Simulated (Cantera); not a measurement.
Cantera run:

```python
import numpy as np
import cantera as ct

gas_names = """
    F F2 H HF H2 H2F2 H3F3 H4F4 H5F5 H6F6 H7F7 N NF NF2 NF3 NH NH2 NH3 N2 N2H2 N2H4 Si SiF SiF2 SiF3
    SiF4 SiH SiHF3 SiH2 SiH2F2 SiH3 SiH3F SiH4 SiN Si2 Si2N Si3
""".split()
cond_names = """
    Si(cr) Si(L) Si3N4(a)
""".split()


# ... load() reads the species with a 1 bar reference pressure and builds the phases ...
atoms = {
    'SiF4': {'Si': 1, 'F': 4},
    'NH3': {'N': 1, 'H': 3},
}
top_T = {'Si3N4(a)': 2400}  # K; cautious upper limits of use, not melting points


# ... equilibrate(T, P, feed) seeds the gas with the atoms and calls Mixture.equilibrate('TP', solver="vcs", rtol=1e-11, max_steps=5000) ...
results = []
P = 45000  # Pa
for T in [800, 900, 1000, 1100, 1200, 1300, 1400, 1500, 1600, 1700, 1800, 1900, 2000, 2100]:
    for m in [4.3, 5.1, 6.2, 7.5, 9, 11, 13, 16, 19, 23, 28, 34]:
        feed = {'SiF4': 1, 'NH3': m}  # mol
        mix = equilibrate(T, P, feed)
        results.append((T, P, feed, dict(zip(mix.species_names, mix.species_moles))))

for T, P, feed, n in results:
    print(f"{T:7g} {feed['NH3']:10.4g}  " + (" + ".join(c for c in cond_names if n.get(c, 0) > 1e-12) or "gas only"))
```

Output:

```
    800        4.3  Si3N4(a)
    800        5.1  Si3N4(a)
    800        6.2  Si3N4(a)
    800        7.5  Si3N4(a)
    800          9  Si3N4(a)
    800         11  Si3N4(a)
    800         13  Si3N4(a)
    800         16  Si3N4(a)
    800         19  Si3N4(a)
    800         23  Si3N4(a)
    800         28  Si3N4(a)
    800         34  Si3N4(a)
    900        4.3  Si3N4(a)
    900        5.1  Si3N4(a)
    900        6.2  Si3N4(a)
    900        7.5  Si3N4(a)
    900          9  Si3N4(a)
    900         11  Si3N4(a)
    900         13  Si3N4(a)
    900         16  Si3N4(a)
    900         19  Si3N4(a)
    900         23  Si3N4(a)
    900         28  Si3N4(a)
    900         34  Si3N4(a)
   1000        4.3  Si3N4(a)
   1000        5.1  Si3N4(a)
   1000        6.2  Si3N4(a)
   1000        7.5  Si3N4(a)
   1000          9  Si3N4(a)
   1000         11  Si3N4(a)
   1000         13  Si3N4(a)
   1000         16  Si3N4(a)
   1000         19  Si3N4(a)
   1000         23  Si3N4(a)
   1000         28  Si3N4(a)
   1000         34  Si3N4(a)
   1100        4.3  Si3N4(a)
   1100        5.1  Si3N4(a)
   1100        6.2  Si3N4(a)
   1100        7.5  Si3N4(a)
   1100          9  Si3N4(a)
   1100         11  Si3N4(a)
   1100         13  Si3N4(a)
   1100         16  Si3N4(a)
   1100         19  Si3N4(a)
   1100         23  Si3N4(a)
   1100         28  Si3N4(a)
   1100         34  Si3N4(a)
   1200        4.3  Si3N4(a)
   1200        5.1  Si3N4(a)
   1200        6.2  Si3N4(a)
   1200        7.5  Si3N4(a)
   1200          9  Si3N4(a)
   1200         11  Si3N4(a)
   1200         13  Si3N4(a)
   1200         16  Si3N4(a)
   1200         19  Si3N4(a)
   1200         23  Si3N4(a)
   1200         28  Si3N4(a)
   1200         34  Si3N4(a)
   1300        4.3  Si3N4(a)
   1300        5.1  Si3N4(a)
   1300        6.2  Si3N4(a)
   1300        7.5  Si3N4(a)
   1300          9  Si3N4(a)
   1300         11  Si3N4(a)
   1300         13  Si3N4(a)
   1300         16  Si3N4(a)
   1300         19  Si3N4(a)
   1300         23  Si3N4(a)
   1300         28  Si3N4(a)
   1300         34  Si3N4(a)
   1400        4.3  Si3N4(a)
   1400        5.1  Si3N4(a)
   1400        6.2  Si3N4(a)
   1400        7.5  Si3N4(a)
   1400          9  Si3N4(a)
   1400         11  Si3N4(a)
   1400         13  Si3N4(a)
   1400         16  Si3N4(a)
   1400         19  Si3N4(a)
   1400         23  Si3N4(a)
   1400         28  Si3N4(a)
   1400         34  Si3N4(a)
   1500        4.3  gas only
   1500        5.1  gas only
   1500        6.2  gas only
   1500        7.5  gas only
   1500          9  Si3N4(a)
   1500         11  Si3N4(a)
   1500         13  Si3N4(a)
   1500         16  Si3N4(a)
   1500         19  Si3N4(a)
   1500         23  Si3N4(a)
   1500         28  Si3N4(a)
   1500         34  Si3N4(a)
   1600        4.3  gas only
   1600        5.1  gas only
   1600        6.2  gas only
   1600        7.5  gas only
   1600          9  gas only
   1600         11  gas only
   1600         13  gas only
   1600         16  Si3N4(a)
   1600         19  Si3N4(a)
   1600         23  Si3N4(a)
   1600         28  Si3N4(a)
   1600         34  Si3N4(a)
   1700        4.3  gas only
   1700        5.1  gas only
   1700        6.2  gas only
   1700        7.5  gas only
   1700          9  gas only
   1700         11  gas only
   1700         13  gas only
   1700         16  gas only
   1700         19  gas only
   1700         23  gas only
   1700         28  gas only
   1700         34  Si3N4(a)
   1800        4.3  gas only
   1800        5.1  gas only
   1800        6.2  gas only
   1800        7.5  gas only
   1800          9  gas only
   1800         11  gas only
   1800         13  gas only
   1800         16  gas only
   1800         19  gas only
   1800         23  gas only
   1800         28  gas only
   1800         34  gas only
   1900        4.3  gas only
   1900        5.1  gas only
   1900        6.2  gas only
   1900        7.5  gas only
   1900          9  gas only
   1900         11  gas only
   1900         13  gas only
   1900         16  gas only
   1900         19  gas only
   1900         23  gas only
   1900         28  gas only
   1900         34  gas only
   2000        4.3  gas only
   2000        5.1  gas only
   2000        6.2  gas only
   2000        7.5  gas only
   2000          9  gas only
   2000         11  gas only
   2000         13  gas only
   2000         16  gas only
   2000         19  gas only
   2000         23  gas only
   2000         28  gas only
   2000         34  gas only
   2100        4.3  gas only
   2100        5.1  gas only
   2100        6.2  gas only
   2100        7.5  gas only
   2100          9  gas only
   2100         11  gas only
   2100         13  gas only
   2100         16  gas only
   2100         19  gas only
   2100         23  gas only
   2100         28  gas only
   2100         34  gas only
```

Cantera equilibrium calculation (NASA polynomials, part measured and part estimated; ideal gas, pure solids and liquids). The tables' values for SiF2, SiF3 are old estimates.
